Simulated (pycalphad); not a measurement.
Computed with pycalphad from the COST 507 light-alloy database (1999), at 1 atm. The data set is of 1999 and partly superseded. Phase fractions are per mole of atoms.

Q: Give the equilibrium state of Al-0.23Si-0.41C (at.%) at 1175 K.

A: liquid, fraction 0.990, with 0.23 Si, <0.01 C at.%; AL4C3, fraction 0.010, with 0.01 Si, 42.9 C at.%.

Q: Give the equilibrium state of Al-0.23Si-0.41C (at.%) at 725 K.

A: 
```
T = 725.00 K, P = 101325 Pa, N = 1 mol of atoms
G = -26356 J/mol, H = 11291 J/mol, S = 51.93 J/(mol K)  (SER reference)
chemical potentials (J/mol): Al -26170, Si -24438, C -72546
phase             fraction      x(Al)      x(Si)       x(C)
FCC_A1              0.9906     0.9983     0.0017   8.35e-14
AL8SIC7             0.0094     0.5000     0.0625     0.4375
```

Database names, with the compositions (at.%) that they take in these runs: AL4C3: Al 57 C 43; AL8SIC7: Al 50 C 44 Si 6. FCC_A1 is fcc.
